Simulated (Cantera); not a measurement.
# Premixed flame

A freely propagating, adiabatic, planar premixed flame of H2 : O2 : N2 = 1 : 0.312 : 1.17 (molar parts), unburnt at 500 K and 3900 Torr; mixture-averaged transport, grid criteria slope 0.08 and curve 0.16, no radiation.

Computed with Cantera and the H2/O2 subset of GRI-Mech 3.0, which has no nitrogen chemistry. The hydrogen kinetics of GRI-Mech 3.0 are dated; newer H2 mechanisms differ, most at raised pressure. Burning velocities carry a grid error of a few per cent, more on coarse grids.

| z (mm) | T (K) | u (m/s) | x H2 | x O2 | x H2O2 | x O | x H2O | x H |
|---|---|---|---|---|---|---|---|---|
| -0.147 | 500 | 6.80 | 0.403 | 0.126 | <1e-8 | <1e-8 | <1e-8 | <1e-8 |
| -0.0982 | 500 | 6.80 | 0.403 | 0.126 | <1e-8 | <1e-8 | 1.03e-8 | <1e-8 |
| -0.0736 | 500 | 6.80 | 0.403 | 0.126 | <1e-8 | <1e-8 | 1.22e-7 | <1e-8 |
| -0.0491 | 501 | 6.81 | 0.402 | 0.126 | 2.23e-8 | 2.75e-8 | 3.49e-6 | <1e-8 |
| -0.0245 | 543 | 7.28 | 0.392 | 0.127 | 1.48e-5 | 7.22e-6 | 0.00138 | 3.36e-5 |
| -0.0123 | 840 | 10.9 | 0.353 | 0.120 | 8.34e-5 | 0.000254 | 0.0265 | 0.00334 |
| 0 | 1295 | 16.3 | 0.278 | 0.0894 | 2.87e-5 | 0.00202 | 0.0982 | 0.0211 |
| 0.0123 | 1627 | 20.2 | 0.203 | 0.0438 | 4.40e-6 | 0.00372 | 0.185 | 0.0430 |
| 0.0245 | 1804 | 22.2 | 0.165 | 0.0169 | 2.32e-6 | 0.00328 | 0.236 | 0.0523 |
| 0.0491 | 1960 | 24.0 | 0.151 | 0.00342 | 1.18e-6 | 0.00216 | 0.263 | 0.0489 |
| 0.0982 | 2091 | 25.4 | 0.154 | 0.00106 | 6.15e-7 | 0.00128 | 0.271 | 0.0365 |
| 0.196 | 2198 | 26.5 | 0.159 | 0.000501 | 3.33e-7 | 0.000635 | 0.277 | 0.0245 |
| 0.393 | 2277 | 27.3 | 0.163 | 0.000207 | 1.74e-7 | 0.000263 | 0.281 | 0.0152 |
x: mole fraction of selected species; z is measured from the peak of heat release.

```yaml
laminar_burning_velocity: 680 cm/s
thermal_thickness: 0.0491 mm
peak x(H2O2): 8.36e-5
peak x(O): 0.00375
peak x(H): 0.0530
grid_points: 110
```
